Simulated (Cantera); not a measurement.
## Silicon nitride deposition: SiH2Cl2 + NH3 + N2

A closed system holds: 1 mol SiH2Cl2, 0.91 mol NH3, 0.48 mol N2, held at 0.000160 bar.

Equilibrium computed with Cantera from the NASA thermochemical tables; the gas is ideal and each condensed phase is pure. Candidate condensed phases: NH4Cl, Si, Si3N4; 28 gas species. The tables' values for SiCl, SiCl3, SiN are old estimates; treat these amounts as uncertain. Gases not in the tables: Si2H6 and higher silanes. Rates play no part.

| T (°C) | x H2 | x N2 | x HCl | x SiCl2 | x H | x Si | x Cl | x SiCl | n Si(l) |
|---|---|---|---|---|---|---|---|---|---|
| 1450 | 0.466 | 0.215 | 0.144 | 0.155 | 0.00984 | 0.00615 | 0.00236 | 0.00229 | 0.287 |
| 1500 | 0.456 | 0.212 | 0.146 | 0.150 | 0.0152 | 0.0133 | 0.00373 | 0.00370 | 0.261 |
| 1550 | 0.441 | 0.208 | 0.145 | 0.143 | 0.0227 | 0.0276 | 0.00572 | 0.00579 | 0.198 |
| 1600 | 0.418 | 0.200 | 0.141 | 0.134 | 0.0330 | 0.0551 | 0.00846 | 0.00871 | 0.0635 |
| 1650 | 0.387 | 0.193 | 0.154 | 0.117 | 0.0463 | 0.0767 | 0.0139 | 0.0105 | 0 |
| 1700 | 0.354 | 0.187 | 0.173 | 0.0960 | 0.0635 | 0.0907 | 0.0232 | 0.0113 | 0 |
| 1750 | 0.319 | 0.180 | 0.187 | 0.0749 | 0.0849 | 0.105 | 0.0368 | 0.0116 | 0 |
| 1800 | 0.284 | 0.172 | 0.193 | 0.0544 | 0.111 | 0.117 | 0.0556 | 0.0114 | 0 |
| 1850 | 0.250 | 0.164 | 0.190 | 0.0362 | 0.142 | 0.128 | 0.0790 | 0.0104 | 0 |
x: gas mole fraction; n: condensed amount in mol.

From 1450 °C to 1600 °C the condensed part is Si(l). From 1650 °C to 1850 °C nothing is condensed. The main Si-bearing gas is SiCl2 at 1450 °C and Si at 1850 °C.
